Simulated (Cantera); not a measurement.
A Cantera script and its output.

```python
import numpy as np
import cantera as ct

surf = ct.Interface("ptcombust.yaml", "Pt_surf")
gas = surf.adjacent["gas"]
gas.TPX = 300, 23000, {'CH4': 0.027, 'O2': 0.14, 'N2': 0.79}
jet = ct.ImpingingJet(gas=gas, width=0.048, surface=surf)
jet.inlet.mdot, jet.inlet.T, jet.inlet.X = 0.074, 300, {'CH4': 0.027, 'O2': 0.14, 'N2': 0.79}
jet.set_refine_criteria(ratio=10, slope=0.2, curve=0.3)
show, cover = ['CH4', 'O2', 'H2O', 'OH', 'CO', 'CO2'], ["PT(S)", "H(S)", "O(S)", "OH(S)", "CO(S)", "C(S)"]

rows = []
print(f"{'Ts/K':>7s}" + "".join(f"{s:>11s}" for s in show + cover) + "   (gas at the wall, coverages)")
for i, Ts in enumerate([900, 950, 1000, 1050, 1100, 1150, 1200]):
    jet.surface.T = Ts
    if i == 0:
        surf.TP = Ts, 23000
        surf.coverages = "PT(S):0.5, O(S):0.5"
        surf.advance_coverages(1.0)
        jet.set_initial_guess(products="inlet")
    jet.solve(loglevel=0, auto=(i == 0))
    rows.append([*(jet.X[gas.species_index(s), -1] for s in show), *surf[cover].coverages])
    print(f"{Ts:7g}" + "".join(f"{x:11.3e}" for x in rows[-1]))
```

Output:

```
   Ts/K        CH4         O2        H2O         OH         CO        CO2      PT(S)       H(S)       O(S)      OH(S)      CO(S)       C(S)   (gas at the wall, coverages)
    900  1.757e-02  1.235e-01  1.990e-02  2.208e-08  5.809e-06  1.306e-02  1.515e-01  7.046e-08  8.469e-01  1.611e-03  1.042e-05  3.705e-08
    950  1.241e-02  1.126e-01  2.942e-02  6.776e-08  5.669e-06  1.935e-02  2.120e-01  1.962e-07  7.862e-01  1.821e-03  7.989e-06  3.823e-08
   1000  8.614e-03  1.046e-01  3.637e-02  1.871e-07  5.285e-06  2.398e-02  2.765e-01  4.397e-07  7.217e-01  1.843e-03  5.577e-06  3.485e-08
   1050  6.123e-03  9.934e-02  4.087e-02  4.495e-07  4.963e-06  2.698e-02  3.420e-01  8.507e-07  6.563e-01  1.753e-03  3.802e-06  3.025e-08
   1100  4.522e-03  9.604e-02  4.369e-02  9.806e-07  4.772e-06  2.886e-02  4.067e-01  1.489e-06  5.917e-01  1.611e-03  2.625e-06  2.602e-08
   1150  3.468e-03  9.397e-02  4.545e-02  1.970e-06  4.745e-06  3.000e-02  4.695e-01  2.423e-06  5.290e-01  1.450e-03  1.862e-06  2.252e-08
   1200  2.433e-03  9.245e-02  4.691e-02  3.799e-06  6.805e-06  3.061e-02  5.296e-01  3.749e-06  4.691e-01  1.295e-03  1.360e-06  1.751e-08
```

Model: Deutschmann's 1995 Pt surface mechanism with GRI-Mech 3.0 gas chemistry, integrated in Cantera. Catalytic surfaces can have several steady states; this one follows from the mechanism file's or the stated starting coverage.
